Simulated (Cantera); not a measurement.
A Cantera script and its output.

```python
import numpy as np
import cantera as ct

gas = ct.Solution("gri30.yaml")
gas.TPX = 1973, 2666, {'CH4': 1, 'N2': 77}
inlet = ct.Reservoir(gas, clone=True)

reactor = ct.IdealGasConstPressureReactor(gas, energy="off", clone=False)
exhaust = ct.Reservoir(gas, clone=True)
tau = [0.34, 0.13, 0.048, 0.018, 0.0067, 0.0025, 0.00094][0]
for a, b in ((inlet, reactor), (reactor, exhaust)):
    ct.MassFlowController(a, b, mdot=lambda t: reactor.mass / tau)
net = ct.ReactorNet([reactor])
show = ['CH4', 'C2H6', 'CH3', 'CH2', 'H2', 'HCN', 'C2H2']

rows = []
print(f"{'tau/s':>10s}{'T/K':>9s}" + "".join(f"{s:>11s}" for s in show))
for tau in [0.34, 0.13, 0.048, 0.018, 0.0067, 0.0025, 0.00094]:
    net.initial_time = 0.0
    net.advance(30 * tau)
    before = gas.X
    net.advance(40 * tau)
    drift = np.max(np.abs(gas.X - before) / (gas.X + 1e-9))
    rows.append([gas.T, *gas[show].X, drift])
    print(f"{tau:10.3e}{gas.T:9.1f}" + "".join(f"{x:11.3e}" for x in gas[show].X))
```

It prints:

```
     tau/s      T/K        CH4       C2H6        CH3        CH2         H2        HCN       C2H2
 3.400e-01   1973.0  1.016e-03  3.386e-08  2.484e-04  3.359e-06  1.709e-02  2.267e-04  5.566e-03
 1.300e-01   1973.0  2.008e-03  9.094e-08  4.059e-04  4.218e-06  1.546e-02  8.591e-05  5.033e-03
 4.800e-02   1973.0  3.816e-03  2.187e-07  6.314e-04  4.882e-06  1.250e-02  2.782e-05  3.973e-03
 1.800e-02   1973.0  6.572e-03  3.987e-07  8.618e-04  4.832e-06  8.091e-03  6.985e-06  2.382e-03
 6.700e-03   1973.0  9.950e-03  4.075e-07  8.865e-04  3.377e-06  3.091e-03  8.805e-07  7.102e-04
 2.500e-03   1973.0  1.205e-02  1.366e-07  5.215e-04  1.226e-06  5.494e-04  4.464e-08  5.506e-05
 9.400e-04   1973.0  1.259e-02  2.147e-08  2.117e-04  2.922e-07  1.187e-04  2.584e-09  1.671e-06
```

Computed with Cantera and GRI-Mech 3.0 (53 species, 325 reactions). GRI-Mech 3.0 stops at C3 and has no aromatics, soot or wall deposition, so with more carbon than oxygen in the feed, carbon stays in small species such as C2H2 where larger ones or solid carbon would form. Radical loss at walls, strong at low pressure, is not modelled.
